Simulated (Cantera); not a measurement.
A Cantera script and what it prints.

```python
import numpy as np
import cantera as ct

gas_names = """
    F FO FO2 F2 F2O H HF HOF HO2 H2 H2F2 H2O H2O2 H3F3 H4F4 H5F5 H6F6 H7F7 O OH O2 O3 Si SiF SiF2 SiF3
    SiF4 SiH SiHF3 SiH2 SiH2F2 SiH3 SiH3F SiH4 SiO SiO2 Si2 Si3
""".split()
cond_names = """
    H2O(s) H2O(L) Si(cr) Si(L) SiO2(Lqz) SiO2(hqz) SiO2(L)
""".split()


# ... load() reads the species with a 1 bar reference pressure and builds the phases ...
atoms = {
    'SiO2': {'Si': 1, 'O': 2},
    'HF': {'H': 1, 'F': 1},
}
top_T = {}  # K; cautious upper limits of use, not melting points


# ... equilibrate(T, P, feed) seeds the gas with the atoms and calls Mixture.equilibrate('TP', solver="vcs", rtol=1e-11, max_steps=5000) ...
results = []
feed = {'SiO2': 1, 'HF': 7.3}  # mol
T = 1448.15  # K
P = 4000  # Pa
mix = equilibrate(T, P, feed)
results.append((T, P, feed, dict(zip(mix.species_names, mix.species_moles))))
x = sorted(zip(gas.X, gas.species_names), reverse=True)
print(f"T = {T:g} K  P = {P:g} Pa  gas = {mix.phase_moles(0):.4g} mol")
print("   x: " + "  ".join(f"{s} {v:.3e}" for v, s in x if v > 0.0001))
print("   condensed (mol): " + ("  ".join(f"{mix.phase(i).name} {mix.phase_moles(i):.4g}"
      for i in range(1, mix.n_phases) if mix.phase_moles(i) > 1e-12) or "none"))
```

Output:

```
T = 1448.15 K  P = 4000 Pa  gas = 6.834 mol
   x: HF 7.950e-01  H2O 1.365e-01  SiF4 6.831e-02
   condensed (mol): SiO2(hqz) 0.5332
```

These are equilibrium values from Cantera (NASA tables, ideal gas, pure condensed phases), not measurements of a reactor. The tables hold silica as quartz up to 1696 K and as liquid above; real silica turns to tridymite and cristobalite and melts near 1996 K.
